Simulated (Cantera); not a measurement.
Equilibrium for hydrogen reduction and annealing atmospheres: FeS + H2

Charge: 1 mol FeS, 2900 mol H2, equilibrated at 1250 K and 1 atm.

These are equilibrium values from Cantera (NASA tables, ideal gas, pure condensed phases), not measurements of a reactor. Candidate condensed phases: Fe, FeS, FeS2, S; 8 gas species. The numbers say what is thermodynamically allowed, not how fast it happens.

- x(H2) = 1.000
- x(H2S) = 0.000345
- n(Fe(γ)) = 1.000 mol
- gas amount = 2900 mol
- log10 activity of S(l) (absent) = -5.54
